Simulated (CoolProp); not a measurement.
A single-stage vapour-compression cycle with the fluid: evaporating at 325.15 K (dew point), condensing at 354.15 K (bubble point), superheat 0 K, subcooling 2 K, compressor efficiency 0.85, no pressure losses. The same conditions are run with several fluids, on thermodynamics alone (safety and materials aside).

The numbers come from the reference Helmholtz-energy equation of state of each fluid (cyclohexane: Zhou 2014; R245ca: Zhou 2016; R1224YDZ: Akasaka 2023; sulfur dioxide: Gao 2016; R227EA: Lemmon 2016; propylene: Lemmon 2013) in CoolProp.

Q: Rank cyclohexane, R245ca, R1224YDZ, sulfur dioxide, R227EA, propylene by cooling COP, highest first.

A: cyclohexane (8.77), sulfur dioxide (8.43), R245ca (8.31), R1224YDZ (8.13), R227EA (6.45), propylene (6.23)

```tsv
fluid	pressure ratio	discharge temperature (K)	refrigerating effect (kJ/kg)	volumetric capacity (kJ/m³)
cyclohexane	2.62	354.1	320	396
R245ca	2.28	354.1	149	2050
R1224YDZ	2.15	354.1	116	2520
sulfur dioxide	2.07	385.1	286	6850
R227EA	1.97	354.1	57.3	4540
propylene	1.77	362.9	181	8710
```

The compression ends wet for: cyclohexane; R245ca; R1224YDZ; R227EA.
